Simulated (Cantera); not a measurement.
A Cantera script and what it prints.

```python
import numpy as np
import cantera as ct

gas_names = """
    C CO CO2 C2 C2O C3 C3O2 C4 C5 Cu CuO Cu2 O O2 O3
""".split()
cond_names = """
    C(gr) Cu(cr) Cu(L) CuO(s) Cu2O(s) Cu2O(L)
""".split()


# ... load() reads the species with a 1 bar reference pressure and builds the phases ...
atoms = {
    'Cu': {'Cu': 1},
    'O2': {'O': 2},
    'CO': {'C': 1, 'O': 1},
}
top_T = {'C(gr)': 4500, 'CuO(s)': 1390}  # K; cautious upper limits of use, not melting points


# ... equilibrate(T, P, feed) seeds the gas with the atoms and calls Mixture.equilibrate('TP', solver="vcs", rtol=1e-11, max_steps=5000) ...
results = []
feed = {'Cu': 1, 'O2': 0.05, 'CO': 0.51}  # mol
P = 1000  # Pa
for T in [823, 923, 1023, 1123, 1223, 1323, 1423, 1523, 1623, 1723, 1823, 1923, 2023]:
    mix = equilibrate(T, P, feed)
    results.append((T, P, feed, dict(zip(mix.species_names, mix.species_moles))))

top = {s: max(r[3][s] / sum(r[3][g] for g in gas_names) for r in results) for s in gas_names}
cols = sorted((s for s in top if top[s] > 1e-05), key=lambda s: -top[s])[:6]
seen = [c for c in cond_names if any(r[3].get(c, 0) > 1e-12 for r in results)]
print("log10 of partial pressures in bar; condensed amounts in mol")
print(f"{'T/K':>10s}" + "".join(f"{s[:9]:>10s}" for s in cols + seen))
for T, P, feed, n in results:
    ng = sum(n[g] for g in gas_names)
    print(f"{T:10.4g}" + "".join(f"{np.log10(max(n[s] / ng * P / 1e5, 1e-99)):10.3f}" for s in cols)
          + "".join(f"{n.get(c, 0):10.4g}" for c in seen))
```

Output:

```
log10 of partial pressures in bar; condensed amounts in mol
       T/K        CO        Cu       CO2       Cu2         O       CuO     C(gr)    Cu(cr)     Cu(L)
       823    -2.132   -14.561    -2.583   -21.917   -26.483   -28.204   0.02637         1         0
       923    -2.095   -12.261    -2.708   -18.639   -22.964   -24.334         0         1         0
      1023    -2.095   -10.415    -2.708   -16.013   -20.003   -21.097         0         1         0
      1123    -2.095    -8.902    -2.708   -13.863   -17.569   -18.442         0         1         0
      1223    -2.095    -7.639    -2.708   -12.073   -15.534   -16.227         0         1         0
      1323    -2.095    -6.571    -2.708   -10.561   -13.807   -14.351         0         1         0
      1423    -2.095    -5.679    -2.708    -9.315   -12.323   -12.767         0         0    0.9999
      1523    -2.095    -4.919    -2.708    -8.263   -11.034   -11.406         0         0    0.9994
      1623    -2.097    -4.255    -2.710    -7.346    -9.904   -10.217         0         0    0.9971
      1723    -2.104    -3.671    -2.717    -6.540    -8.907    -9.169         0         0    0.9889
      1823    -2.127    -3.152    -2.739    -5.827    -8.019    -8.240         0         0    0.9612
      1923    -2.194    -2.690    -2.807    -5.193    -7.224    -7.409         0         0    0.8681
      2023    -2.427    -2.274    -3.040    -4.624    -6.508    -6.664         0         0    0.4123
```

Equilibrium computed with Cantera from the NASA thermochemical tables; the gas is ideal and each condensed phase is pure.
